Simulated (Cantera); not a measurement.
Source: NASA polynomial tables (part measured, part estimated), evaluated in Cantera. Values are per mole of reaction as written; species without (g) are pure solids or liquids, kept so even where they would boil at 1 bar. TiC: taken at fixed stoichiometry.

2 HCN(g) + 2 Ti → 2 N(g) + 2 TiC + H₂(g)

```tsv
T (K)	ΔH° (kJ)	ΔS° (J/K)	ΔG° (kJ)	log10 K	condensed phases
373	308.5	24.7	299.3	-41.91	Ti(α), TiC(s)
473	310.6	29.7	296.6	-32.75	Ti(α), TiC(s)
573	312.9	34.0	293.4	-26.74	Ti(α), TiC(s)
673	315.0	37.4	289.8	-22.49	Ti(α), TiC(s)
773	316.9	40.0	285.9	-19.32	Ti(α), TiC(s)
873	318.4	41.9	281.8	-16.86	Ti(α), TiC(s)
973	[?]	[?]	[?]	[?]	Ti(α), TiC(s)
1073	[?]	[?]	[?]	[?]	Ti(α), TiC(s)
1173	312.0	36.7	269.0	-11.98	Ti(β), TiC(s)
```

Problem. Complete the blanks.

Solution. 
- 973, ΔH° (kJ): 319.5
- 973, ΔS° (J/K): 43.1
- 973, ΔG° (kJ): 277.6
- 973, log10 K: -14.90
- 1073, ΔH° (kJ): 320.0
- 1073, ΔS° (J/K): 43.6
- 1073, ΔG° (kJ): 273.2
- 1073, log10 K: -13.30
